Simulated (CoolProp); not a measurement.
Aqueous sodium chloride as a coolant, at 16 °C, 1 atm.

Model: Melinder's fits for secondary coolants, in CoolProp.

| mass % | freezing point (°C) | viscosity (mPa s) | density (kg/m³) | Prandtl number | conductivity (W/(m K)) |
|---|---|---|---|---|---|
| 5.5 | -3.4 | 1.21 | ___ | 8.03 | ___ |
| 6.6 | -4.1 | 1.23 | ___ | 8.10 | 0.585 |
| 7.7 | -4.9 | 1.26 | 1055 | 8.19 | 0.584 |
| 8.8 | -5.7 | 1.28 | 1063 | 8.28 | 0.583 |
| 9.9 | -6.5 | 1.31 | 1071 | 8.39 | 0.582 |
| 11 | -7.3 | 1.34 | 1080 | ___ | 0.581 |
| 12.1 | -8.3 | ___ | 1088 | 8.64 | 0.580 |
| 13.2 | -9.2 | 1.41 | 1096 | 8.78 | 0.579 |
| 14.3 | -10.2 | 1.45 | 1105 | 8.94 | 0.578 |
| 15.4 | -11.3 | ___ | 1113 | 9.12 | 0.577 |
| 16.5 | -12.4 | 1.53 | 1122 | 9.31 | 0.576 |
| 17.6 | -13.6 | 1.58 | 1131 | ___ | 0.575 |

Complete the blanks.


- 5.5, density (kg/m³): 1039
- 5.5, conductivity (W/(m K)): 0.586
- 6.6, density (kg/m³): 1047
- 11, Prandtl number: 8.51
- 12.1, viscosity (mPa s): 1.38
- 15.4, viscosity (mPa s): 1.49
- 17.6, Prandtl number: 9.52
